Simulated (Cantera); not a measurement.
Equilibrium for silicon nitride deposition: trisilylamine + N2 + NH3

Input: 1 mol trisilylamine, 2.3 mol N2, 0.74 mol NH3, equilibrated at 1450 K and 1.00 bar.

Method: chemical equilibrium by Gibbs-energy minimisation in Cantera with the NASA 1993 tables (ideal gas, pure condensed phases). Candidate condensed phases: Si, Si3N4; 18 gas species. The feed counts by its element totals alone. Kinetics and transport are ignored.

```json
{
  "x(H2)": "0.827",
  "x(N2)": "0.173",
  "x(NH3)": "2.26e-5",
  "x(H)": "8.60e-6",
  "n(Si3N4(s))": "1.00 mol",
  "gas_amount": "6.780 mol",
  "log10 activity of Si(s) (absent)": "-2.67"
}
```
